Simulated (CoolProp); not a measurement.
The numbers come from the reference Helmholtz-energy equation of state, Younglove 1994 in CoolProp. It is a modified Benedict-Webb-Rubin equation, recast in Helmholtz form.

Question: For R123, give the phase and the cp (kJ/(kg K)), speed of sound (m/s), isothermal compressibility (1/MPa), viscosity (µPa s) at 93.75 °C and 2.93 MPa; 93.75 °C and 4.03 MPa.

Answer: 
- 93.75 °C and 2.93 MPa: liquid; cp 1.11, speed of sound 476, isothermal compressibility 0.00498, viscosity 211
- 93.75 °C and 4.03 MPa: liquid; cp 1.10, speed of sound 487, isothermal compressibility 0.00469, viscosity 216

Viscosity comes from a separate model (Tanaka 1996).
